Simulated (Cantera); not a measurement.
# Silicates and aluminates: SiO2 + Al2O3 + H2O

A closed system holds: 1 mol SiO2, 0.43 mol Al2O3, 1.2 mol H2O, held at 34.0 mbar.

Equilibrium computed with Cantera from the NASA thermochemical tables; the gas is ideal and each condensed phase is pure. Candidate condensed phases: Al, Al2O3, Al2SiO5, Al6Si2O13, H2O, Si, SiO2; 28 gas species. Mutual solubility and eutectic melting of coexisting phases are not modelled. The tables hold silica as quartz up to 1696 K and as liquid above; real silica turns to tridymite and cristobalite and melts near 1996 K. Condensed phases not in the tables: alloys, solid solutions and most ternary compounds. Gases not in the tables: Si(OH)4. Kinetics and transport are ignored.

```
T (°C)  x H2O      x H2      x O2      x OH      x H      x O     x SiO    x SiO2  n Al6Si2O13(mullite)  n SiO2(β-quartz)  n SiO2(condensed)
------  -----  --------  --------  --------  -------  -------  --------  --------  --------------------  ----------------  -----------------
1152    1.000  0.000302  0.000140   4.65e-5  6.43e-7  8.89e-8  1.55e-12  5.17e-12                 0.143             0.713                  0
1177    0.999  0.000386  0.000177   6.26e-5  1.01e-6  1.45e-7  4.35e-12  1.22e-11                 0.143             0.713                  0
1202    0.999  0.000488  0.000223   8.34e-5  1.55e-6  2.33e-7  1.18e-11  2.81e-11                 0.143             0.713                  0
1227    0.999  0.000613  0.000279  0.000110  2.36e-6  3.68e-7  3.09e-11  6.28e-11                 0.143             0.713                  0
1252    0.999  0.000764  0.000347  0.000144  3.55e-6  5.72e-7  7.86e-11  1.37e-10                 0.143             0.713                  0
1277    0.998  0.000946  0.000428  0.000186  5.25e-6  8.78e-7  1.93e-10  2.90e-10                 0.143             0.713                  0
1302    0.998   0.00116  0.000523  0.000240  7.69e-6  1.33e-6  4.63e-10  6.00e-10                 0.143             0.713                  0
1327    0.998   0.00142  0.000637  0.000305  1.11e-5  1.98e-6   1.08e-9   1.21e-9                 0.143             0.713                  0
1352    0.997   0.00173  0.000770  0.000387  1.59e-5  2.93e-6   2.44e-9   2.40e-9                 0.143             0.713                  0
1377    0.996   0.00209  0.000925  0.000486  2.25e-5  4.27e-6   5.38e-9   4.65e-9                 0.143             0.713                  0
1402    0.996   0.00250   0.00111  0.000606  3.15e-5  6.16e-6   1.16e-8   8.82e-9                 0.143             0.713                  0
1427    0.995   0.00299   0.00131  0.000751  4.37e-5  8.79e-6   2.44e-8   1.64e-8                 0.143                 0              0.713
1452    0.994   0.00355   0.00155  0.000925  6.00e-5  1.24e-5   4.99e-8   2.98e-8                 0.143                 0              0.713
1477    0.993   0.00420   0.00183   0.00113  8.17e-5  1.73e-5   9.99e-8   5.30e-8                 0.143                 0              0.713
```
x: gas mole fraction; n: condensed amount in mol.

From 1152 °C to 1402 °C the condensed part is Al6Si2O13(mullite) + SiO2(β-quartz). From 1427 °C to 1477 °C the condensed part is Al6Si2O13(mullite) + SiO2(condensed).
